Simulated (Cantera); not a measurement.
A perfectly stirred reactor is fed with N₂O : H₂ : N₂ = 1 : 0.0043 : 2 (molar parts), at 0.0132 atm; it is held at 1375 K, and followed from long to short residence time.

Computed with Cantera and GRI-Mech 3.0 (53 species, 325 reactions). GRI-Mech 3.0 was tuned for natural gas; its chemistry of N2O as a main component is partial and can be far from experiment. Radical loss at walls, strong at low pressure, is not modelled. The mechanism lacks the step 2 NO + O2 → 2 NO2, which can matter for NO2 below about 1400 K. The temperature is held fixed by assumption; the heat of reaction is taken as removed at once.

Question: Predict: x(N₂O) at τ = 0.880 s; x(H₂) at τ = 0.880 s; x(H) at τ = 0.880 s; x(OH) at τ = 0.880 s; x(N₂) at τ = 0.880 s; x(N₂O) at τ = 77.0 ms; x(H₂) at τ = 77.0 ms; x(H) at τ = 77.0 ms; x(OH) at τ = 77.0 ms; x(N₂) at τ = 77.0 ms.

Answer: 
* **x(N₂O) at τ = 0.880 s**: 0.288
* **x(H₂) at τ = 0.880 s**: 9.95e-5
* **x(H) at τ = 0.880 s**: 1.50e-7
* **x(OH) at τ = 0.880 s**: 3.17e-5
* **x(N₂) at τ = 0.880 s**: 0.689
* **x(N₂O) at τ = 77.0 ms**: 0.328
* **x(H₂) at τ = 77.0 ms**: 0.000576
* **x(H) at τ = 77.0 ms**: 7.89e-7
* **x(OH) at τ = 77.0 ms**: 4.29e-5
* **x(N₂) at τ = 77.0 ms**: 0.669
